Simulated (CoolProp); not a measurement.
Vapour-liquid equilibrium of cyclohexane (1) + n-dodecane (2) at 0.111 bar; x and y are mole fractions of (1).

Values from CoolProp's multi-fluid Helmholtz-energy mixture model, Zhou 2014 and Lemmon 2004; pair parameters Bell 2016.

```json
[
 {"x": "0.05", "bubble temperature, mixture model (K)": "380.7", "bubble temperature, Raoult's law (K)": "374.5", "y, mixture model": "0.752", "y, Raoult's law": "0.815"},
 {"x": "0.15", "bubble temperature, mixture model (K)": "347.2", "bubble temperature, Raoult's law (K)": "342.8", "y, mixture model": "0.959", "y, Raoult's law": "0.969"},
 {"x": "0.25", "bubble temperature, mixture model (K)": "331.2", "bubble temperature, Raoult's law (K)": "328.4", "y, mixture model": "0.986", "y, Raoult's law": "0.989"},
 {"x": "0.35", "bubble temperature, mixture model (K)": "321.3", "bubble temperature, Raoult's law (K)": "319.5", "y, mixture model": "0.994", "y, Raoult's law": "0.995"},
 {"x": "0.45", "bubble temperature, mixture model (K)": "314.2", "bubble temperature, Raoult's law (K)": "313.1", "y, mixture model": "0.997", "y, Raoult's law": "0.997"},
 {"x": "0.55", "bubble temperature, mixture model (K)": "308.9", "bubble temperature, Raoult's law (K)": "308.2", "y, mixture model": "0.998", "y, Raoult's law": "0.998"},
 {"x": "0.65", "bubble temperature, mixture model (K)": "304.7", "bubble temperature, Raoult's law (K)": "304.3", "y, mixture model": "0.999", "y, Raoult's law": "0.999"},
 {"x": "0.75", "bubble temperature, mixture model (K)": "301.2", "bubble temperature, Raoult's law (K)": "301.0", "y, mixture model": "0.999", "y, Raoult's law": "0.999"},
 {"x": "0.85", "bubble temperature, mixture model (K)": "298.3", "bubble temperature, Raoult's law (K)": "298.2", "y, mixture model": "1.000", "y, Raoult's law": "1.000"},
 {"x": "0.95", "bubble temperature, mixture model (K)": "295.8", "bubble temperature, Raoult's law (K)": "295.8", "y, mixture model": "1.000", "y, Raoult's law": "1.000"}
]
```

The largest gap from Raoult's law is +6.2 K in bubble temperature, at x = 0.05. No azeotrope shows between x = 0.05 and 0.95.

Pair parameters are fitted to limited data, so mixtures are less certain than the pure fluids.
